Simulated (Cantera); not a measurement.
Input: 1 mol Cu₂O, 1.6 mol C, 0.032 mol CO, held at 2.10 mbar.

These are equilibrium values from Cantera (NASA tables, ideal gas, pure condensed phases), not measurements of a reactor. Candidate condensed phases: C, Cu, CuO, Cu₂O; 15 gas species. Rates play no part. All values below are at 952 °C.

Base state: CO 1.000, CO₂ 2.81e-5, Cu 1.15e-5 (mole fractions); condensed: C(graphite) + Cu(s).

What changes in the equilibrium state with this change: Cu₂O replaced by PbO?


```tsv
species	before	after
CO	1.000	0.555
Pb	0	0.445
Pb₂	0	2.13e-5
Cu	1.15e-5	0
CO₂	2.81e-5	8.66e-6
C(graphite), mol	0.600	0.600
Cu(s), mol	2.00	0
Pb(l), mol	0	0.172
```
Further candidate phases: Pb, PbO, PbO₂, Pb₃O₄.
